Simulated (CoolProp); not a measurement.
Model: reference Helmholtz-energy equation of state, Thol 2016, in CoolProp.

**Question.** Give the vapour pressure (bar), liquid cp (kJ/(kg K)), vapour Z of saturated R1234ze(E) at 33.35, 41.95, 54.85 °C.

**Answer.** 
```json
[
 {"T (°C)": "33.35", "p (bar)": "6.37", "liquid cp (kJ/(kg K))": "1.42", "vapour Z": "0.847"},
 {"T (°C)": "41.95", "p (bar)": "8.08", "liquid cp (kJ/(kg K))": "1.45", "vapour Z": "0.820"},
 {"T (°C)": "54.85", "p (bar)": "11.3", "liquid cp (kJ/(kg K))": "1.52", "vapour Z": "0.772"}
]
```
